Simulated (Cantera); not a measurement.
Charge: 1 mol Cu₂O, 1.1 mol C, 0.36 mol H₂, equilibrated at 23.3 Torr.

Cantera equilibrium calculation (NASA polynomials, part measured and part estimated; ideal gas, pure solids and liquids). Candidate condensed phases: C, C₆H₆, C₇H₈, C₈H₁₈, Cu, CuO, Cu(OH)₂, Cu₂O, H₂O; 113 gas species. Rates play no part.

Q: Which condensed phases are stable at each of these points (T (°C)): 1025, 1075, 1125, 1175, 1225, 1275, 1325, 1375, 1425, 1475, 1525, 1575, 1625?

A: 
```
T (°C)     condensed phases  Cu condensed (%)
------  -------------------  ----------------
1025    C(graphite) + Cu(s)             100.0
1075    C(graphite) + Cu(s)             100.0
1125    C(graphite) + Cu(l)             100.0
1175    C(graphite) + Cu(l)             100.0
1225    C(graphite) + Cu(l)             100.0
1275    C(graphite) + Cu(l)             100.0
1325    C(graphite) + Cu(l)              99.9
1375    C(graphite) + Cu(l)              99.8
1425    C(graphite) + Cu(l)              99.7
1475    C(graphite) + Cu(l)              99.4
1525    C(graphite) + Cu(l)              98.8
1575    C(graphite) + Cu(l)              97.9
1625    C(graphite) + Cu(l)              96.3
```

From 1025 °C to 1075 °C the condensed part is C(graphite) + Cu(s). From 1125 °C to 1625 °C the condensed part is C(graphite) + Cu(l).
